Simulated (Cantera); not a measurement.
Charge: 1 mol trisilylamine, 7.1 mol NH3, 2.2 mol N2, held at 1648 K and 0.128 Torr.

These are equilibrium values from Cantera (NASA tables, ideal gas, pure condensed phases), not measurements of a reactor. Candidate condensed phases: Si, Si3N4; 18 gas species. The feed counts by its element totals alone. Kinetics and transport are ignored.

Base state: H2 0.702, N2 0.291, H 0.00572, Si 0.00152, SiH 3.04e-5, Si2N 1.36e-5 (mole fractions); condensed: Si(s).

Task: What changes in the equilibrium state with this change: trisilylamine replaced by SiHCl3?

Result: 
```
species      before     after
----------  -------  --------
H2            0.702     0.561
N2            0.291     0.311
HCl               0    0.0800
SiCl2             0    0.0405
Cl                0  0.000572
SiCl              0  0.000489
SiCl3             0   5.93e-5
SiH         3.04e-5   2.72e-5
Si(s), mol     2.97     0.211
```
The tables' values for SiCl, SiCl3 are old estimates; treat these amounts as uncertain. Further candidate phases: NH4Cl.

Task: What changes in the equilibrium state with this change: temperature from 1648 K to 1900 K?

Result: 
```csv
species,before,after
H2,0.702,0.613
N2,0.291,0.263
Si,0.00152,0.0742
H,0.00572,0.0477
Si2,5.05e-6,0.000596
Si3,1.20e-6,0.000134
SiH,3.04e-5,0.000657
SiN,7.71e-6,0.000166
Si2N,1.36e-5,0.000240
"Si(s), mol",2.97,0
"Si(l), mol",0,1.17
```
The tables' values for SiN are old estimates; treat these amounts as uncertain. Gases not in the tables: Si2H6 and higher silanes.
